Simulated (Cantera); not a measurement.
A perfectly stirred reactor is fed with CH₄ : H₂ : H = 0.017 : 1 : 0.099 (molar parts), at 24000 Pa; it is held at 2100 K, and followed from long to short residence time.

Detailed kinetics in Cantera: GRI-Mech 3.0 (53 species, 325 reactions). GRI-Mech 3.0 stops at C3 and has no aromatics, soot or wall deposition, so with more carbon than oxygen in the feed, carbon stays in small species such as C2H2 where larger ones or solid carbon would form.

x: mole fraction; the columns are a selection and need not sum to one.

```csv
τ (s),x CH₄,x H₂,x H,x C₂H₆,x C₂H₂,x C₂H₄,x CH₂
9.4,0.000263,0.986,0.00640,___,0.00767,7.14e-6,2.94e-7
3.4,0.000364,0.986,0.00646,___,0.00761,7.09e-6,4.13e-7
1.2,0.000550,0.985,0.00658,___,0.00750,7.01e-6,6.45e-7
0.44,0.000841,0.985,0.00679,___,0.00734,6.95e-6,1.05e-6
0.16,0.00127,0.984,0.00719,___,0.00709,6.97e-6,1.76e-6
0.057,0.00185,0.983,0.00794,___,0.00675,7.32e-6,3.07e-6
0.020,0.00248,0.981,0.00942,___,0.00635,8.44e-6,5.67e-6
0.0074,0.00292,0.978,0.0121,___,0.00600,1.06e-5,1.07e-5
0.0027,0.00302,0.973,0.0171,___,0.00576,1.42e-5,2.10e-5
```

Question: What belongs in the gaps?

Answer: 
- 9.4, x C₂H₆: 1.09e-9
- 3.4, x C₂H₆: 1.98e-9
- 1.2, x C₂H₆: 4.43e-9
- 0.44, x C₂H₆: 1.05e-8
- 0.16, x C₂H₆: 2.55e-8
- 0.057, x C₂H₆: 6.02e-8
- 0.020, x C₂H₆: 1.30e-7
- 0.0074, x C₂H₆: 2.33e-7
- 0.0027, x C₂H₆: 3.48e-7
